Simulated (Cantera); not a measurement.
Feed: 1 mol SiH₂Cl₂, 0.73 mol Cl₂, 34 mol H₂, equilibrated at 825 K.

Equilibrium computed with Cantera from the NASA thermochemical tables; the gas is ideal and each condensed phase is pure. Candidate condensed phases: Si; 19 gas species. Equilibrium is a limit: real reactors are often held back by kinetics, nucleation or transport.

Q: Which condensed phases are stable at each of these points (P (Pa)): 100, 300, 880, 2600, 7700, 23000, 68000, 200000?

A: 
| P (Pa) | condensed phases | Si condensed (%) |
|---|---|---|
| 100 | Si(s) | 16.9 |
| 300 | Si(s) | 14.4 |
| 880 | Si(s) | 12.1 |
| 2600 | Si(s) | 9.8 |
| 7700 | Si(s) | 7.3 |
| 23000 | Si(s) | 4.6 |
| 68000 | Si(s) | 1.5 |
| 200000 | gas only | 0.0 |

From 1.00 mbar to 0.680 bar the condensed part is Si(s). At 2.00 bar nothing is condensed.
